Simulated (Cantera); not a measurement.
Feed: 1 mol Si, 0.26 mol H2O, 3.6 mol H2, equilibrated at 63.0 Torr.

These are equilibrium values from Cantera (NASA tables, ideal gas, pure condensed phases), not measurements of a reactor. Candidate condensed phases: H2O, Si, SiO2; 18 gas species. Mutual solubility and eutectic melting of coexisting phases are not modelled. The tables hold silica as quartz up to 1696 K and as liquid above; real silica turns to tridymite and cristobalite and melts near 1996 K. Gases not in the tables: Si2H6 and higher silanes. Kinetics and transport are ignored.

Question: What share of the Si ends up in condensed phases as a function of T (K), at 1598, 1673, 1748, 1823, 1898, 1973, 2048, 2123, 2198?

Answer: 
```json
[
 {"T (K)": "1598", "Si condensed (%)": "86.9", "as": "Si(s) + SiO2(β-quartz)"},
 {"T (K)": "1673", "Si condensed (%)": "74.0", "as": "Si(s)"},
 {"T (K)": "1748", "Si condensed (%)": "74.0", "as": "Si(l)"},
 {"T (K)": "1823", "Si condensed (%)": "74.0", "as": "Si(l)"},
 {"T (K)": "1898", "Si condensed (%)": "73.9", "as": "Si(l)"},
 {"T (K)": "1973", "Si condensed (%)": "73.8", "as": "Si(l)"},
 {"T (K)": "2048", "Si condensed (%)": "73.5", "as": "Si(l)"},
 {"T (K)": "2123", "Si condensed (%)": "72.9", "as": "Si(l)"},
 {"T (K)": "2198", "Si condensed (%)": "71.8", "as": "Si(l)"}
]
```
